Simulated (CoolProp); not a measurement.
R13 along the isobar 4.49 MPa: density (kg/m³) from the reference equation and from simpler models built on Tc = 303.0 K, pc = 3.973 MPa, ω = 0.175; each cubic takes its own stable root.

Values from CoolProp's reference Helmholtz-energy equation of state, Platzer 1990. This equation is an older, rougher fit; its heat capacities, sound speeds and derivatives of the liquid may be far off and weren't checked against measurements.

```json
[
 {"T (K)": "282", "phase": "liquid", "reference": "1104"},
 {"T (K)": "303", "phase": "liquid", "reference": "853.1"},
 {"T (K)": "324", "phase": "supercritical", "reference": "299.3"},
 {"T (K)": "345", "phase": "supercritical", "reference": "231.6"},
 {"T (K)": "366", "phase": "supercritical", "reference": "198.1"},
 {"T (K)": "387", "phase": "supercritical", "reference": "176.2"},
 {"T (K)": "408", "phase": "supercritical", "reference": "160.2"},
 {"T (K)": "429", "phase": "supercritical", "reference": "147.6"},
 {"T (K)": "450", "phase": "supercritical", "reference": "137.4"}
]
```

**Question.** How far does each simpler model (van der Waals, Soave-Redlich-Kwong) lie from the reference over these 9 states: mean and median of the absolute difference, and the worst?

**Answer.** 
- van der Waals: mean 9.5 %, median 4.3 %, worst -31.5 % at 282 K and 4.49 MPa
- Soave-Redlich-Kwong: mean 3.6 %, median 1.3 %, worst -14.1 % at 303 K and 4.49 MPa
